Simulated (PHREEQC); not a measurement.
0.3 g of hydrous ferric oxide (600 m²/g; 0.2 weak and 0.005 strong sites per Fe, Dzombak-Morel constants, diffuse double layer) in 1 kg of water with 0.001 mol/kgw of an inert sodium salt and 0.00058 mol/kgw SrCl2, at 25 °C; the pH is set by adding NaOH or the inert anion's acid. Oxygen alone is held at its pressure in air (log pO2 = -0.68). The system is closed to CO2. Nothing may precipitate in this run.

Computed with PHREEQC (ion-association model, wateq4f.dat).

```csv
pH,Sr sorbed (%),surface charge σ (C/m²),surface potential ψ (mV)
4,0.0,0.157,200
4.67,0.0,0.096,176
5.33,0.0,…,148
6,0.0,0.029,116
6.67,0.2,0.014,81
7.33,1.4,…,47
8,3.4,0.001,12
8.67,…,-0.002,-18
9.33,31.8,-0.004,…
10,48.9,-0.004,…
10.67,57.5,-0.005,-38
11.33,…,-0.007,…
12,78.3,-0.015,-49
```

Fill in the missing entries.


- 5.33, surface charge σ (C/m²): 0.055
- 7.33, surface charge σ (C/m²): 0.006
- 8.67, Sr sorbed (%): 11.1
- 9.33, surface potential ψ (mV): -31
- 10, surface potential ψ (mV): -36
- 11.33, Sr sorbed (%): 65.6
- 11.33, surface potential ψ (mV): -42

Species that the database lacks are ignored.
